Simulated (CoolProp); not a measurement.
Vapour-liquid equilibrium of dimethyl carbonate (1) + n-heptane (2) at 202.55 °C; x and y are mole fractions of (1).

Computed with CoolProp (multi-fluid Helmholtz-energy mixture model, Zhou 2011 and Span 2003; pair parameters Bell 2016).

```json
[
 {"x": "0.05", "bubble pressure (kPa)": "1112", "y at the bubble point": "0.101", "dew pressure at overall composition x (kPa)": "1067", "liquid density (mol/L)": "4.988"},
 {"x": "0.15", "bubble pressure (kPa)": "1262", "y at the bubble point": "0.254", "dew pressure at overall composition x (kPa)": "1158", "liquid density (mol/L)": "5.158"},
 {"x": "0.25", "bubble pressure (kPa)": "1377", "y at the bubble point": "0.366", "dew pressure at overall composition x (kPa)": "1257", "liquid density (mol/L)": "5.357"},
 {"x": "0.35", "bubble pressure (kPa)": "1463", "y at the bubble point": "0.454", "dew pressure at overall composition x (kPa)": "1360", "liquid density (mol/L)": "5.595"},
 {"x": "0.45", "bubble pressure (kPa)": "1524", "y at the bubble point": "0.529", "dew pressure at overall composition x (kPa)": "1459", "liquid density (mol/L)": "5.881"},
 {"x": "0.55", "bubble pressure (kPa)": "1562", "y at the bubble point": "0.595", "dew pressure at overall composition x (kPa)": "1538", "liquid density (mol/L)": "6.226"},
 {"x": "0.65", "bubble pressure (kPa)": "1579", "y at the bubble point": "0.660", "dew pressure at overall composition x (kPa)": "1578", "liquid density (mol/L)": "6.640"},
 {"x": "0.75", "bubble pressure (kPa)": "1575", "y at the bubble point": "0.729", "dew pressure at overall composition x (kPa)": "1569", "liquid density (mol/L)": "7.131"},
 {"x": "0.85", "bubble pressure (kPa)": "1542", "y at the bubble point": "0.811", "dew pressure at overall composition x (kPa)": "1519", "liquid density (mol/L)": "7.708"},
 {"x": "0.95", "bubble pressure (kPa)": "1468", "y at the bubble point": "0.923", "dew pressure at overall composition x (kPa)": "1447", "liquid density (mol/L)": "8.378"}
]
```

y crosses x between x = 0.65 and 0.75: the model has an azeotrope there.

Pair parameters are fitted to limited data, so mixtures are less certain than the pure fluids.
